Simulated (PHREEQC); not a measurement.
Dissolve 0.019 mol/kgw MnCl2 at 25 °C. Closed to the air; pH follows from the charge balance.

The numbers come from PHREEQC with the ion-association model, wateq4f.dat.

This is a speciation only: nothing precipitates in the calculation.

Q: Estimate the pH.

A: pH 6.32.

Q: In which forms is Mn present?

A: Mn+2 93 %, MnCl+ 6.5 % of the Mn.

Species that the database lacks are ignored.
